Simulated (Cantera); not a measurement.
An adiabatic, constant-pressure homogeneous reactor starts with C₃H₈ : O₂ : N₂ : CO₂ = 1 : 6.67 : 25.1 : 6.5 (molar parts), at 1725 K and 10.0 bar. Integrator tolerance rtol = 1e-08.

Cantera simulation using GRI-Mech 3.0 (53 species, 325 reactions); the numbers are that mechanism's predictions, not measurements. GRI-Mech 3.0 was tuned for natural gas; its chemistry of propane as a main component is partial and can be far from experiment.

### Question
What does this change do: CO2 6.5 to 2 parts?

### Answer
| quantity | before | after |
|---|---|---|
| time of steepest temperature rise | 3.89 µs | 3.53 µs |
| temperature at 1.00 s | 2654 K | 2798 K |
| equilibrium temperature | 2654 K | 2798 K |
| x(C₃H₈) at 1.00 s | <1e-12 (gas-phase equilibrium <1e-12) | <1e-12 (gas-phase equilibrium <1e-12) |
| x(O₂) at 1.00 s | 0.0450 (gas-phase equilibrium 0.0450) | 0.0469 (gas-phase equilibrium 0.0469) |
| x(CO₂) at 1.00 s | 0.207 (gas-phase equilibrium 0.207) | 0.112 (gas-phase equilibrium 0.112) |
| x(CH₂O) at 1.00 s | 1.64e-10 (gas-phase equilibrium 1.64e-10) | 3.15e-10 (gas-phase equilibrium 3.15e-10) |
| x(CH₃) at 1.00 s | <1e-12 (gas-phase equilibrium <1e-12) | <1e-12 (gas-phase equilibrium <1e-12) |
